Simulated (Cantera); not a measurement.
Source: NASA polynomial tables (part measured, part estimated), evaluated in Cantera. Values are per mole of reaction as written; species without (g) are pure solids or liquids, kept so even where they would boil at 1 bar.

Pb(g) + I2 → PbI2(g), with ΔH° = -198.4 kJ and ΔS° = 67.9 J/K at 300 K.

Problem. How far is the shortcut ΔG° ≈ ΔH°(300 K) − T·ΔS°(300 K) from the full temperature-dependent value at 375, 400, 425, 450, 475, 500, 525, 550, 575, 600 K?

Solution. 
| T (K) | shortcut (kJ) | full (kJ) | difference (kJ) | difference in log10 K | condensed phases |
|---|---|---|---|---|---|
| 375 | -223.9 | -223.7 | -0.2 | 0.02 | I2(s) |
| 400 | -225.6 | -224.7 | -0.8 | 0.11 | I2(l) |
| 425 | -227.3 | -225.2 | -2.0 | 0.25 | I2(l) |
| 450 | -229.0 | -225.7 | -3.3 | 0.39 | I2(l) |
| 475 | -230.7 | -226.0 | -4.7 | 0.51 | I2(l) |
| 500 | -232.4 | -226.3 | -6.0 | 0.63 | I2(l) |
| 525 | -234.1 | -226.6 | -7.5 | 0.74 | I2(l) |
| 550 | -235.8 | -226.8 | -9.0 | 0.85 | I2(l) |
| 575 | -237.5 | -227.0 | -10.5 | 0.95 | I2(l) |
| 600 | -239.2 | -227.1 | -12.1 | 1.05 | I2(l) |
The shortcut ignores heat capacities and the phase changes listed.
